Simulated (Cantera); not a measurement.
Feed: 1 mol CH₃OH, 1.5 mol H₂, 0.49 mol N₂, held at 1225 K and 13300 Pa.

Method: chemical equilibrium by Gibbs-energy minimisation in Cantera with the NASA 1993 tables (ideal gas, pure condensed phases). Candidate condensed phases: C, C₆H₆, C₇H₈, C₈H₁₈, H₂O; 136 gas species. Equilibrium is a limit: real reactors are often held back by kinetics, nucleation or transport.

Base state: H₂ 0.701, CO 0.200, N₂ 0.0983, CH₄ 0.000605, H₂O 0.000522, CO₂ 0.000101, HCN 1.81e-5 (mole fractions); condensed: gas only.

Q: What changes in the equilibrium state with this change: CH₃OH replaced by CH₄?

A: 
```json
[
 {"species": "H₂", "before": "0.701", "after": "0.876"},
 {"species": "N₂", "before": "0.0983", "after": "0.123"},
 {"species": "CH₄", "before": "0.000605", "after": "0.00134"},
 {"species": "CO", "before": "0.200", "after": "0"},
 {"species": "H₂O", "before": "0.000522", "after": "0"},
 {"species": "CO₂", "before": "0.000101", "after": "0"},
 {"species": "C(graphite), mol", "before": "0", "after": "0.995"}
]
```

Q: What changes in the equilibrium state with this change: CH₃OH replaced by C₂H₆?

A: 
| species | before | after |
|---|---|---|
| H₂ | 0.701 | 0.900 |
| N₂ | 0.0983 | 0.0983 |
| CH₄ | 0.000605 | 0.00142 |
| CO | 0.200 | 0 |
| H₂O | 0.000522 | 0 |
| CO₂ | 0.000101 | 0 |
| HCN | 1.81e-5 | 2.91e-5 |
| C(graphite), mol | 0 | 1.99 |
